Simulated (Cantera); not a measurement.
Input (Python, Cantera) and output of one run.

```python
import numpy as np
import cantera as ct

gas_names = [...]  # 76 gases of nasa_gas.yaml made of C, H
cond_names = """
    C(gr) C6H6(L) C7H8(L) C8H18(L),n-octa
""".split()


# ... load() reads the species with a 1 bar reference pressure and builds the phases ...
atoms = {
    'n-butane': {'C': 4, 'H': 10},
    'H2': {'H': 2},
}
top_T = {'C(gr)': 4500}  # K; cautious upper limits of use, not melting points


# ... equilibrate(T, P, feed) seeds the gas with the atoms and calls Mixture.equilibrate('TP', solver="vcs", rtol=1e-11, max_steps=5000) ...
results = []
feed = {'n-butane': 1, 'H2': 37}  # mol
P = 400000  # Pa
for T in [2123, 2173, 2223, 2273, 2323, 2373, 2423, 2473]:
    mix = equilibrate(T, P, feed)
    results.append((T, P, feed, dict(zip(mix.species_names, mix.species_moles))))

top = {s: max(r[3][s] / sum(r[3][g] for g in gas_names) for r in results) for s in gas_names}
cols = sorted((s for s in top if top[s] > 1e-05), key=lambda s: -top[s])[:8]
seen = [c for c in cond_names if any(r[3].get(c, 0) > 1e-12 for r in results)]
print("log10 of partial pressures in bar; condensed amounts in mol")
print(f"{'T/K':>10s}" + "".join(f"{s[:9]:>10s}" for s in cols + seen))
for T, P, feed, n in results:
    ng = sum(n[g] for g in gas_names)
    print(f"{T:10.4g}" + "".join(f"{np.log10(max(n[s] / ng * P / 1e5, 1e-99)):10.3f}" for s in cols)
          + "".join(f"{n.get(c, 0):10.4g}" for c in seen))
```

It prints:

```
log10 of partial pressures in bar; condensed amounts in mol
       T/K        H2         H C2H2,acet       CH4       CH3      C4H2      C2H4     C(gr)
      2123     0.600    -2.145    -2.181    -2.305    -3.762    -5.354    -4.034     3.806
      2173     0.600    -2.017    -2.057    -2.356    -3.687    -5.104    -4.015     3.765
      2223     0.599    -1.894    -1.938    -2.404    -3.616    -4.865    -3.997     3.711
      2273     0.598    -1.777    -1.825    -2.450    -3.548    -4.637    -3.981     3.642
      2323     0.597    -1.664    -1.718    -2.494    -3.484    -4.420    -3.966     3.555
      2373     0.596    -1.557    -1.615    -2.537    -3.423    -4.212    -3.951     3.449
      2423     0.595    -1.454    -1.517    -2.579    -3.365    -4.014    -3.939     3.318
      2473     0.593    -1.355    -1.423    -2.619    -3.310    -3.823    -3.927     3.162
```

Equilibrium computed with Cantera from the NASA thermochemical tables; the gas is ideal and each condensed phase is pure.
